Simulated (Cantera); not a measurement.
Feed: 1 mol SiH₂Cl₂, 7.1 mol O₃, 0.44 mol H₂, equilibrated at 1448 K and 750 Torr.

Method: chemical equilibrium by Gibbs-energy minimisation in Cantera with the NASA 1993 tables (ideal gas, pure condensed phases). Candidate condensed phases: H₂O, Si, SiO₂; 30 gas species. The tables hold silica as quartz up to 1696 K and as liquid above; real silica turns to tridymite and cristobalite and melts near 1996 K. Gases not in the tables: Si(OH)₄. Equilibrium is a limit: real reactors are often held back by kinetics, nucleation or transport.

Base state: O₂ 0.791, HCl 0.140, H₂O 0.0520, Cl₂ 0.0124, Cl 0.00453, ClO 0.000106, OH 4.92e-5, HOCl 3.76e-5 (mole fractions); condensed: SiO₂(β-quartz).

What changes in the equilibrium state with this change: SiH₂Cl₂ replaced by Si₂H₆?


```tsv
species	before	after
O₂	0.791	0.668
H₂O	0.0520	0.332
OH	4.92e-5	0.000119
HCl	0.140	0
Cl₂	0.0124	0
Cl	0.00453	0
ClO	0.000106	0
SiO₂(β-quartz), mol	1.00	2.00
```
The feed counts by its element totals alone.
